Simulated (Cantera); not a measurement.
An isothermal, constant-pressure homogeneous reactor starts with 36.5 % H2, 19.2 % O2, 44.2 % N2, equivalence ratio 0.95, at 823 K and 0.410 bar.

Detailed kinetics in Cantera: GRI-Mech 3.0 (53 species, 325 reactions). Below about 950 K walls govern HO2 and H2O2 in real vessels. The temperature is held fixed by assumption; the heat of reaction is taken as removed at once.

### Question
Predict: x(H2) at 30.0 s; x(O2) at 30.0 s; x(O) at 30.0 s; x(HO2) at 30.0 s; x(H2O2) at 30.0 s; x(H2O) at 30.0 s.

### Answer
```json
{
  "x(H2) at 30.0 s": "0.312 (gas-phase equilibrium <1e-12)",
  "x(O2) at 30.0 s": "0.165 (gas-phase equilibrium 0.0118)",
  "x(O) at 30.0 s": "2.09e-9 (gas-phase equilibrium <1e-12)",
  "x(HO2) at 30.0 s": "1.47e-5 (gas-phase equilibrium 5.83e-12)",
  "x(H2O2) at 30.0 s": "0.00108 (gas-phase equilibrium 5.62e-12)",
  "x(H2O) at 30.0 s": "0.0649 (gas-phase equilibrium 0.447)"
}
```
